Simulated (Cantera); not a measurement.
**Si + HBr + N2 (silicon etching in halogen gases)**

Input: 1 mol Si, 1.7 mol HBr, a varied amount of N2, equilibrated at 500 °C and 0.00310 bar.

Cantera equilibrium calculation (NASA polynomials, part measured and part estimated; ideal gas, pure solids and liquids). Candidate condensed phases: Br2, Si, Si3N4; 28 gas species. N2 is the only nitrogen source here; it is nearly inert below about 1500 K, so the nitride shown seldom forms there in practice. The tables' values for SiBr3 are old estimates; treat these amounts as uncertain. Rates play no part.

At 0.23 mol N2 the condensed part is Si(s) + Si3N4(s). From 0.49 mol N2 to 94 mol N2 the condensed part is Si3N4(s). The main Si-bearing gas is SiBr4 throughout. The share of Si in condensed phases is highest at 94 mol N2 (95.8 %) and lowest at 0.23 mol N2 (57.6 %).

```csv
n(N2) (mol),log p N2,log p H2,log p HBr,log p SiBr4,log p SiHBr3,log p SiBr3,log p SiBr2,n Si(s),n Si3N4(s)
0.23,<-14,-2.69,-4.48,-3.00,-4.67,-6.47,-6.57,0.231,0.115
0.49,-5.70,-2.94,-2.86,-3.24,-6.78,-8.46,-10.30,0,0.245
1,-3.18,-3.35,-2.75,-3.65,-7.72,-9.19,-11.35,0,0.286
2.2,-2.81,-3.66,-2.92,-3.96,-8.16,-9.48,-11.62,0,0.295
4.7,-2.65,-3.99,-3.14,-4.29,-8.60,-9.75,-11.84,0,0.302
9.9,-2.58,-4.35,-3.40,-4.65,-9.07,-10.04,-12.05,0,0.307
21,-2.54,-4.75,-3.69,-5.05,-9.56,-10.34,-12.25,0,0.312
44,-2.52,-5.14,-3.99,-5.45,-10.07,-10.64,-12.46,0,0.316
94,-2.52,-5.56,-4.30,-5.86,-10.59,-10.96,-12.67,0,0.319
```
log p: log10 of the partial pressure in bar; n: condensed amount in mol.
